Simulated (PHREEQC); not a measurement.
PHREEQC input (ion-association model, wateq4f.dat):

```
SOLUTION_MASTER_SPECIES
  An  An-  0  An  62.0  # stands for a non-complexing anion
SOLUTION_SPECIES
  An- = An-
    -log_k 0
    -gamma 3.0 0
PHASES
  Fix_H+
    H+ = H+
    -log_k 0
SOLUTION 1
  temp 25
  units mmol/kgw
  pH 7 charge
  Cl 0.218
  Ca 0.094
  Zn 0.015
  Na 300
  An 300
END
SELECTED_OUTPUT 1
  -reset false
  -pH true
  -pe true
  -ionic_strength true
  -water true
  -totals Ca Cl Na Zn
  -molalities Hfo_wOH Hfo_wOH2+ Hfo_wO- Hfo_sOH Hfo_sOH2+ Hfo_sO- Hfo_sOZn+ Hfo_wOZn+ Hfo_sOHCa+2 Hfo_wOCa+
  -saturation_indices Portlandite Zn(OH)2-e Zn5(OH)8Cl2 Halite
USER_PUNCH 1
  -headings sigma psi
  10 PUNCH EDL("sigma", "Hfo"), EDL("psi", "Hfo")
PRINT
  -reset false
USE solution 1
SURFACE 1
  Hfo_wOH 0.00224719 600 1
  Hfo_sOH 5.61798e-05
EQUILIBRIUM_PHASES 1
  Fix_H+ -3 HAn 10
    -force_equality true
  O2(g) -0.68 10
END
# ... the last block is repeated for the other 12 points of pH, with NaOH or the acid as the point needs
```

Selected output (columns that matter, 13 of 13 rows; pH added in front):

```
pH	mu	Ca	Cl	Na	Zn	m_Hfo_wOH	m_Hfo_wOH2+	m_Hfo_wO-	si_Portlandite	si_Zn(OH)2-e	si_Zn5(OH)8Cl2	si_Halite	sigma	psi
3	0.30275	9.4e-05	0.000218	0.3	1.5e-05	1.5105e-05	0.0022321	2.3416e-09	-21.375	-10.871	-49.006	-6.0739	0.36794	0.12543
3.67	0.30172	9.4e-05	0.000218	0.3	1.4997e-05	6.6174e-05	0.002181	4.5996e-08	-20.035	-9.5311	-43.644	-6.0737	0.35951	0.12435
4.33	0.30142	9.3999e-05	0.000218	0.3	1.4948e-05	0.00023727	0.0020093	6.4187e-07	-18.715	-8.2124	-38.37	-6.0736	0.33111	0.12022
5	0.30117	9.3993e-05	0.000218	0.3	1.4137e-05	0.00060412	0.0016379	5.1045e-06	-17.375	-6.8965	-33.131	-6.0736	0.2692	0.10984
5.67	0.3009	9.3957e-05	0.000218	0.3	8.0529e-06	0.0010492	0.0011762	2.144e-05	-16.035	-5.8009	-28.993	-6.0735	0.19094	0.092897
6.33	0.30066	9.3737e-05	0.000218	0.3	1.3021e-06	0.0014028	0.00078633	5.7331e-05	-14.716	-5.2724	-27.67	-6.0734	0.12177	0.071661
7	0.30049	9.2026e-05	0.000218	0.3	1.0659e-07	0.0016189	0.00050947	0.00011785	-13.384	-5.0208	-27.752	-6.0734	0.067123	0.046858
7.67	0.30033	8.178e-05	0.000218	0.3	9.9146e-09	0.0017126	0.00032642	0.00020585	-12.095	-4.7219	-27.598	-6.0734	0.025805	0.020106
8.33	0.3003	5.5201e-05	0.000218	0.30016	1.8119e-09	0.0017026	0.00020005	0.00033196	-10.946	-4.2234	-26.425	-6.0731	-0.0081655	-0.0065086
9	0.30039	1.7338e-05	0.000218	0.30047	9.2478e-10	0.0015792	0.00011139	0.00051287	-10.109	-3.7602	-25.449	-6.0727	-0.044246	-0.033034
9.67	0.30057	2.2072e-06	0.000218	0.30084	1.2035e-09	0.00137	5.6538e-05	0.00076052	-9.6641	-3.5159	-25.568	-6.0722	-0.090965	-0.058897
10.33	0.301	2.8632e-07	0.000218	0.30147	2.2398e-09	0.0010588	2.3369e-05	0.0010989	-9.2318	-3.2632	-25.624	-6.0714	-0.15178	-0.081862
11	0.30238	5.4073e-08	0.00021799	0.30308	7.6506e-09	0.00064987	6.3747e-06	0.0015177	-8.6184	-2.8555	-24.926	-6.0694	-0.22424	-0.10066
```

The oxide is taken as insoluble; below pH 4 it would dissolve.
